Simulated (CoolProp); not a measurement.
Vapour-liquid equilibrium of R143a (1) + R1234yf (2) at 204.4 K; x and y are mole fractions of (1).

Computed with CoolProp (multi-fluid Helmholtz-energy mixture model, Lemmon and Jacobsen 2000 and Lemmon 2022; pair parameters Bell 2016).

```tsv
x	bubble pressure, mixture model (MPa)	bubble pressure, Raoult's law (MPa)	y, mixture model	y, Raoult's law
0.05	0.01334	0.01311	0.137	0.123
0.125	0.01511	0.01462	0.296	0.276
0.2	0.01679	0.01613	0.417	0.400
0.275	0.01840	0.01764	0.514	0.503
0.35	0.01995	0.01915	0.595	0.589
0.425	0.02145	0.02066	0.663	0.663
0.5	0.02291	0.02217	0.723	0.727
0.575	0.02434	0.02368	0.775	0.783
0.65	0.02576	0.02520	0.823	0.832
0.725	0.02715	0.02671	0.866	0.875
0.8	0.02854	0.02822	0.906	0.914
0.875	0.02993	0.02973	0.943	0.949
0.95	0.03132	0.03124	0.978	0.981
```

The largest gap from Raoult's law is +4.3 % in bubble pressure, at x = 0.275. No azeotrope shows between x = 0.05 and 0.95.

The pair parameters rest on a limited set of measurements; away from them the model extrapolates.
